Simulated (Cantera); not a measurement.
Charge: 1 mol S, 0.044 mol SO₂, equilibrated at 798 K and 10.0 Torr.

These are equilibrium values from Cantera (NASA tables, ideal gas, pure condensed phases), not measurements of a reactor. Candidate condensed phases: S; 10 gas species. Gases not in the tables: S₃ to S₇. Equilibrium is a limit: real reactors are often held back by kinetics, nucleation or transport.

Base state: S₂ 0.916, SO₂ 0.0782, S₂O 0.00584, S₈ 0.000414 (mole fractions); condensed: gas only.

**Question.** What changes in the equilibrium state with this change: SO₂ from 0.044 to 0.012 mol?

**Answer.** 
```json
[
 {"species": "S₂", "before": "0.916", "after": "0.974"},
 {"species": "SO₂", "before": "0.0782", "after": "0.0219"},
 {"species": "S₂O", "before": "0.00584", "after": "0.00324"},
 {"species": "S₈", "before": "0.000414", "after": "0.000531"}
]
```

**Question.** What changes in the equilibrium state with this change: SO₂ from 0.044 to 0.021 mol?

**Answer.** 
```
species    before     after
-------  --------  --------
S₂          0.916     0.957
SO₂        0.0782    0.0383
S₂O       0.00584   0.00423
S₈       0.000414  0.000494
```
